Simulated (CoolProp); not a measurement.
The fluid at 293.15 K and 0.767 MPa is throttled through a valve to 0.191 MPa with no heat exchange. The same conditions are run with several fluids, on thermodynamics alone (safety and materials aside).

Computed with CoolProp (reference Helmholtz-energy equation of state of each fluid (nitrogen: Span 2000; methane: Setzmann 1991; sulfur hexafluoride: Guder 2009; R13: Platzer 1990; CH2F2 (R32): Tillner-Roth 1997)). The equations of Platzer and Polt are older, rougher fits.

| fluid | temperature change (K) | final density (kg/m³) |
|---|---|---|
| nitrogen | ___ | 2.21 |
| methane | ___ | ___ |
| sulfur hexafluoride | ___ | ___ |
| R13 | ___ | ___ |
| CH2F2 (R32) | -16.8 | 4.47 |

Fill in the missing entries.


- nitrogen, temperature change (K): -1.3
- methane, temperature change (K): -2.6
- methane, final density (kg/m³): 1.27
- sulfur hexafluoride, temperature change (K): -6.2
- sulfur hexafluoride, final density (kg/m³): 12.0
- R13, temperature change (K): -7.3
- R13, final density (kg/m³): 8.57
